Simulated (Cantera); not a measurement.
A closed system holds: 1 mol c-C₄F₈, 0.032 mol CH₄, 0.14 mol H₂, held at 12.0 Pa.

Method: chemical equilibrium by Gibbs-energy minimisation in Cantera with the NASA 1993 tables (ideal gas, pure condensed phases). Candidate condensed phases: C, C₆H₆, C₇H₈, C₈H₁₈; 95 gas species. The feed counts by its element totals alone. Gases not in the tables: C₂F₆ and larger saturated fluorocarbons. The numbers say what is thermodynamically allowed, not how fast it happens.

Task: What share of the C ends up in condensed phases as a function of T (K), at 1475, 1525, 1575, 1625, 1675, 1725, 1775, 1825, 1875, 1925, 1975, 2025?

Result: 
```tsv
T (K)	C condensed (%)	as
1475	52.9	C(graphite)
1525	52.8	C(graphite)
1575	52.7	C(graphite)
1625	52.5	C(graphite)
1675	52.2	C(graphite)
1725	51.7	C(graphite)
1775	50.9	C(graphite)
1825	49.8	C(graphite)
1875	48.5	C(graphite)
1925	47.6	C(graphite)
1975	48.7	C(graphite)
2025	53.5	C(graphite)
```
